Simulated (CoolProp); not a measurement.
Vapour-liquid equilibrium of R22 (1) + c-C4F8 (RC318) (2) at 0.557 MPa; x and y are mole fractions of (1).

Values from CoolProp's multi-fluid Helmholtz-energy mixture model, Kamei 1995 and Platzer 1990; pair parameters Bell 2016. This equation is an older, rougher fit; its heat capacities, sound speeds and derivatives of the liquid may be far off and weren't checked against measurements.

| x | bubble temperature (°C) | y at the bubble point | dew temperature at overall composition x (°C) | liquid density (mol/L) |
|---|---|---|---|---|
| 0.05 | 42.2 | 0.100 | 43.4 | 7.311 |
| 0.15 | 35.4 | 0.333 | 40.9 | 7.849 |
| 0.25 | 27.1 | 0.544 | 38.1 | 8.453 |
| 0.35 | 19.5 | 0.691 | 34.8 | 9.086 |
| 0.45 | 13.9 | 0.780 | 31.1 | 9.731 |
| 0.55 | 10.2 | 0.832 | 26.8 | 10.40 |
| 0.65 | 7.8 | 0.866 | 21.8 | 11.12 |
| 0.75 | 6.2 | 0.892 | 15.9 | 11.94 |
| 0.85 | 4.9 | 0.921 | 8.9 | 12.89 |
| 0.95 | 3.9 | 0.965 | 4.1 | 14.03 |

No azeotrope shows between x = 0.05 and 0.95.

The pair parameters rest on a limited set of measurements; away from them the model extrapolates. The gap from Raoult's law changes sign with composition, which may be real or a fault of the pair parameters; it wasn't checked against measurements.
